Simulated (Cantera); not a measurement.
## Halide evaporation, hydrolysis and transport: CsCl + O2 + N2 + H2O

Charge: 1 mol CsCl, 0.14 mol O2, 420 mol N2, 3.6 mol H2O, held at 1800 °C and 54.0 mbar.

Method: chemical equilibrium by Gibbs-energy minimisation in Cantera with the NASA 1993 tables (ideal gas, pure condensed phases). Candidate condensed phases: Cs, CsCl, CsOH, H2O, NH4Cl; 37 gas species. Kinetics and transport are ignored.

- x(N2) = 0.988
- x(H2O) = 0.00726
- x(CsCl) = 0.00204
- x(H2) = 0.000732
- x(NO) = 0.000476
- x(O2) = 0.000440
- x(OH) = 0.000345
- x(H) = 0.000306
- x(Cs) = 0.000252
- gas amount = 425.1 mol
- log10 activity of CsCl(l) (absent) = -4.88
- log10 activity of CsOH(l) (absent) = -7.29
